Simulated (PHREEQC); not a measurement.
Dissolve 26 mmol/kgw CdCl2, 0.097 mmol/kgw H3BO3 and 57 mmol/kgw FeSO4 at 17 °C. Closed to the air; pH follows from the charge balance.

All values are PHREEQC results (ion-association model, wateq4f.dat), not measurements.

Each row changes one thing in this solution. Precipitation was switched off in this run.

```tsv
case	pH	ionic strength (mol/kgw)	Cl- (mol/kgw)	Fe+2 (mol/kgw)	SO4-2 (mol/kgw)	FeSO4 (mol/kgw)	SI of Melanterite (FeSO4:7H2O)
as made	5.82	0.181	0.0405	0.0388	0.0294	0.0175	-1.62
diluted 100-fold with water	6.53	0.00285	0.000511	0.000542	0.000521	2.75e-5	-4.43
CdCl2 from 0.026 to 0.0286 mol/kgw	5.80	0.185	0.0438	0.0390	0.0291	0.0172	-1.63
H3BO3 from 9.7e-05 to 0.000146 mol/kgw	5.82	0.181	0.0405	0.0388	0.0294	0.0175	-1.62
diluted 10-fold with water	6.14	0.0235	0.00477	0.00472	0.00411	0.000966	-2.89
CdCl2 from 0.026 to 0.0026 mol/kgw	5.97	0.144	0.00496	0.0354	0.0337	0.0215	-1.53
CdCl2 replaced by NiCl2 at the same molality	[?]	[?]	0.0504	0.0388	0.0311	0.0174	-1.62
FeSO4 from 0.057 to 0.0513 mol/kgw	5.81	0.169	0.0402	0.0354	0.0266	0.0152	-1.68
```

Question: Fill in the missing entries.

Answer: 
- CdCl2 replaced by NiCl2 at the same molality, pH: 5.92
- CdCl2 replaced by NiCl2 at the same molality, ionic strength (mol/kgw): 0.199

Species that the database lacks are ignored.
